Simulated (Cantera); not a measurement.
Cantera run:

```python
import numpy as np
import cantera as ct

gas_names = [...]  # 113 gases of nasa_gas.yaml made of C, H, O, Ti
cond_names = """
    C(gr) C6H6(L) C7H8(L) C8H18(L),n-octa H2O(s) H2O(L) Ti(a) Ti(b) Ti(L) TiC(s) TiC(L) TiO(a) TiO(b)
    TiO(L) TiO2(ru) TiO2(L) Ti2O3(a) Ti2O3(b) Ti2O3(L) Ti3O5(a) Ti3O5(b) Ti3O5(L) Ti4O7(s) Ti4O7(L)
""".split()


# ... load() reads the species with a 1 bar reference pressure and builds the phases ...
atoms = {
    'Ti(OiPr)4': {'Ti': 1, 'C': 12, 'H': 28, 'O': 4},
    'H2': {'H': 2},
}
top_T = {'C(gr)': 4500}  # K; cautious upper limits of use, not melting points


# ... equilibrate(T, P, feed) seeds the gas with the atoms and calls Mixture.equilibrate('TP', solver="vcs", rtol=1e-11, max_steps=5000) ...
results = []
P = 10000  # Pa
for T in [1050, 1150, 1250, 1350, 1450, 1550, 1650, 1750, 1850, 1950, 2050]:
    for m in [32, 44, 60, 83, 110, 150, 210]:
        feed = {'Ti(OiPr)4': 1, 'H2': m}  # mol
        mix = equilibrate(T, P, feed)
        results.append((T, P, feed, dict(zip(mix.species_names, mix.species_moles))))

for T, P, feed, n in results:
    print(f"{T:7g} {feed['H2']:10.4g}  " + (" + ".join(c for c in cond_names if n.get(c, 0) > 1e-12) or "gas only"))
```

Output:

```
   1050         32  C(gr) + TiO2(ru)
   1050         44  C(gr) + TiO2(ru)
   1050         60  C(gr) + TiO2(ru)
   1050         83  C(gr) + TiO2(ru)
   1050        110  C(gr) + TiO2(ru)
   1050        150  C(gr) + TiO2(ru)
   1050        210  C(gr) + TiO2(ru)
   1150         32  C(gr) + Ti4O7(s)
   1150         44  C(gr) + Ti4O7(s)
   1150         60  C(gr) + Ti4O7(s)
   1150         83  C(gr) + Ti4O7(s)
   1150        110  C(gr) + Ti3O5(b)
   1150        150  C(gr) + Ti3O5(b)
   1150        210  C(gr) + Ti3O5(b)
   1250         32  C(gr) + Ti3O5(b)
   1250         44  C(gr) + TiC(s) + Ti3O5(b)
   1250         60  C(gr) + TiC(s) + Ti3O5(b)
   1250         83  C(gr) + TiC(s)
   1250        110  C(gr) + TiC(s)
   1250        150  C(gr) + TiC(s)
   1250        210  C(gr) + TiC(s)
   1350         32  C(gr) + TiC(s)
   1350         44  C(gr) + TiC(s)
   1350         60  C(gr) + TiC(s)
   1350         83  C(gr) + TiC(s)
   1350        110  C(gr) + TiC(s)
   1350        150  C(gr) + TiC(s)
   1350        210  C(gr) + TiC(s)
   1450         32  C(gr) + TiC(s)
   1450         44  C(gr) + TiC(s)
   1450         60  C(gr) + TiC(s)
   1450         83  C(gr) + TiC(s)
   1450        110  C(gr) + TiC(s)
   1450        150  C(gr) + TiC(s)
   1450        210  C(gr) + TiC(s)
   1550         32  C(gr) + TiC(s)
   1550         44  C(gr) + TiC(s)
   1550         60  C(gr) + TiC(s)
   1550         83  C(gr) + TiC(s)
   1550        110  C(gr) + TiC(s)
   1550        150  C(gr) + TiC(s)
   1550        210  C(gr) + TiC(s)
   1650         32  C(gr) + TiC(s)
   1650         44  C(gr) + TiC(s)
   1650         60  C(gr) + TiC(s)
   1650         83  C(gr) + TiC(s)
   1650        110  C(gr) + TiC(s)
   1650        150  C(gr) + TiC(s)
   1650        210  C(gr) + TiC(s)
   1750         32  C(gr) + TiC(s)
   1750         44  C(gr) + TiC(s)
   1750         60  C(gr) + TiC(s)
   1750         83  C(gr) + TiC(s)
   1750        110  C(gr) + TiC(s)
   1750        150  C(gr) + TiC(s)
   1750        210  C(gr) + TiC(s)
   1850         32  C(gr) + TiC(s)
   1850         44  C(gr) + TiC(s)
   1850         60  C(gr) + TiC(s)
   1850         83  C(gr) + TiC(s)
   1850        110  C(gr) + TiC(s)
   1850        150  C(gr) + TiC(s)
   1850        210  C(gr) + TiC(s)
   1950         32  C(gr) + TiC(s)
   1950         44  C(gr) + TiC(s)
   1950         60  C(gr) + TiC(s)
   1950         83  C(gr) + TiC(s)
   1950        110  C(gr) + TiC(s)
   1950        150  C(gr) + TiC(s)
   1950        210  C(gr) + TiC(s)
   2050         32  C(gr) + TiC(s)
   2050         44  C(gr) + TiC(s)
   2050         60  C(gr) + TiC(s)
   2050         83  C(gr) + TiC(s)
   2050        110  C(gr) + TiC(s)
   2050        150  C(gr) + TiC(s)
   2050        210  C(gr) + TiC(s)
```

Cantera equilibrium calculation (NASA polynomials, part measured and part estimated; ideal gas, pure solids and liquids). The feed counts by its element totals alone. Mutual solubility and eutectic melting of coexisting phases are not modelled. TiC: taken at fixed stoichiometry. Condensed phases not in the tables: Magnéli phases beyond Ti4O7.
